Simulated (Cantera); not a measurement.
Input (Python, Cantera) and output of one run.

```python
import numpy as np
import cantera as ct

gas_names = [...]  # 87 gases of nasa_gas.yaml made of C, H, Si
cond_names = """
    C(gr) C6H6(L) C7H8(L) C8H18(L),n-octa Si(cr) Si(L) SiC(b)
""".split()


# ... load() reads the species with a 1 bar reference pressure and builds the phases ...
atoms = {
    'SiC': {'Si': 1, 'C': 1},
    'H2': {'H': 2},
}
top_T = {'C(gr)': 4500, 'SiC(b)': 3050}  # K; cautious upper limits of use, not melting points


# ... equilibrate(T, P, feed) seeds the gas with the atoms and calls Mixture.equilibrate('TP', solver="gibbs", rtol=1e-10, max_steps=50000) ...
results = []
feed = {'SiC': 1, 'H2': 1.2}  # mol
P = 10000  # Pa
for T in [1575, 1775, 1975, 2175, 2375, 2575, 2775, 2975]:
    mix = equilibrate(T, P, feed)
    results.append((T, P, feed, dict(zip(mix.species_names, mix.species_moles))))

top = {s: max(r[3][s] / sum(r[3][g] for g in gas_names) for r in results) for s in gas_names}
cols = sorted((s for s in top if top[s] > 1e-05), key=lambda s: -top[s])[:6]
seen = [c for c in cond_names if any(r[3].get(c, 0) > 1e-12 for r in results)]
print("log10 of partial pressures in bar; condensed amounts in mol")
print(f"{'T/K':>10s}" + "".join(f"{s[:9]:>10s}" for s in cols + seen))
for T, P, feed, n in results:
    ng = sum(n[g] for g in gas_names)
    print(f"{T:10.4g}" + "".join(f"{np.log10(max(n[s] / ng * P / 1e5, 1e-99)):10.3f}" for s in cols)
          + "".join(f"{n.get(c, 0):10.4g}" for c in seen))
```

Result:

```
log10 of partial pressures in bar; condensed amounts in mol
       T/K        H2         H        Si      SiC2      Si2C C2H2,acet     C(gr)    SiC(b)
      1575    -1.000    -4.881    -7.463   -13.545   -10.036    -9.265         0         1
      1775    -1.000    -4.039    -6.337   -10.217    -8.370    -6.826         0         1
      1975    -1.002    -3.365    -5.200    -7.819    -6.808    -5.374         0    0.9999
      2175    -1.007    -2.815    -4.181    -5.964    -5.450    -4.383         0    0.9989
      2375    -1.023    -2.362    -3.335    -4.429    -4.327    -3.573         0    0.9918
      2575    -1.071    -1.996    -2.616    -3.146    -3.380    -2.938         0    0.9446
      2775    -1.249    -1.750    -1.888    -2.167    -2.459    -2.763    0.1235    0.5045
      2975    -1.481    -1.576    -1.718    -1.813    -2.598    -2.719   0.04541         0
```

Cantera equilibrium calculation (NASA polynomials, part measured and part estimated; ideal gas, pure solids and liquids). Gases not in the tables: Si2H6 and higher silanes.
